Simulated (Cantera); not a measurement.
An isothermal, constant-pressure homogeneous reactor starts with NO : N2 = 1 : 1.6 (molar parts), at 1973 K and 0.300 bar.

Detailed kinetics in Cantera: GRI-Mech 3.0 (53 species, 325 reactions).

Q: Predict: x(NO) at 2.00 s; x(N2O) at 2.00 s; x(NO2) at 2.00 s; x(O) at 2.00 s; x(O2) at 2.00 s; x(N2) at 2.00 s.

A: x(NO) at 2.00 s: 0.198 (gas-phase equilibrium 0.00683)
x(N2O) at 2.00 s: 1.60e-5 (gas-phase equilibrium 2.13e-7)
x(NO2) at 2.00 s: 0.000131 (gas-phase equilibrium 6.39e-6)
x(O) at 2.00 s: 0.000311 (gas-phase equilibrium 0.000433)
x(O2) at 2.00 s: 0.0929 (gas-phase equilibrium 0.189)
x(N2) at 2.00 s: 0.708 (gas-phase equilibrium 0.804)
